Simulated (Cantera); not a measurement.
A Cantera script and what it prints.

```python
import numpy as np
import cantera as ct

gas_names = """
    H HO2 H2 H2O H2O2 O OH O2 O3 Pb PbO Pb2
""".split()
cond_names = """
    H2O(s) H2O(L) Pb(cr) Pb(L) PbO(rd) PbO(yw) PbO(L) PbO2(s) Pb3O4(s)
""".split()


# ... load() reads the species with a 1 bar reference pressure and builds the phases ...
atoms = {
    'Pb': {'Pb': 1},
    'O2': {'O': 2},
    'H2': {'H': 2},
}
top_T = {'Pb3O4(s)': 820}  # K; cautious upper limits of use, not melting points


# ... equilibrate(T, P, feed) seeds the gas with the atoms and calls Mixture.equilibrate('TP', solver="vcs", rtol=1e-11, max_steps=5000) ...
results = []
feed = {'Pb': 1, 'O2': 0.016, 'H2': 0.16}  # mol
P = 22  # Pa
for T in [573, 673, 773, 873, 973, 1073, 1173, 1273, 1373, 1473, 1573, 1673]:
    mix = equilibrate(T, P, feed)
    results.append((T, P, feed, dict(zip(mix.species_names, mix.species_moles))))

top = {s: max(r[3][s] / sum(r[3][g] for g in gas_names) for r in results) for s in gas_names}
cols = sorted((s for s in top if top[s] > 0.0001), key=lambda s: -top[s])[:6]
seen = [c for c in cond_names if any(r[3].get(c, 0) > 1e-12 for r in results)]
print("log10 of partial pressures in bar; condensed amounts in mol")
print(f"{'T/K':>10s}" + "".join(f"{s[:9]:>10s}" for s in cols + seen))
for T, P, feed, n in results:
    ng = sum(n[g] for g in gas_names)
    print(f"{T:10.4g}" + "".join(f"{np.log10(max(n[s] / ng * P / 1e5, 1e-99)):10.3f}" for s in cols)
          + "".join(f"{n.get(c, 0):10.4g}" for c in seen))
```

Output:

```
log10 of partial pressures in bar; condensed amounts in mol
       T/K        Pb        H2       H2O         H       PbO    Pb(cr)     Pb(L)
       573   -12.079    -3.754    -4.357   -19.114   -22.927         1         0
       673    -9.514    -3.754    -4.357   -16.134   -18.742         0         1
       773    -7.637    -3.755    -4.357   -13.919   -15.657         0         1
       873    -6.197    -3.756    -4.358   -12.208   -13.281         0    0.9995
       973    -5.058    -3.772    -4.374   -10.852   -11.394         0    0.9934
      1073    -4.136    -3.930    -4.532    -9.819    -9.861         0    0.9204
      1173    -3.722    -4.615    -5.217    -9.236    -8.938         0         0
      1273    -3.722    -4.615    -5.217    -8.454    -8.508         0         0
      1373    -3.722    -4.615    -5.217    -7.785    -8.140         0         0
      1473    -3.722    -4.615    -5.218    -7.205    -7.821         0         0
      1573    -3.722    -4.616    -5.219    -6.699    -7.543         0         0
      1673    -3.723    -4.619    -5.222    -6.253    -7.297         0         0
```

Equilibrium computed with Cantera from the NASA thermochemical tables; the gas is ideal and each condensed phase is pure.
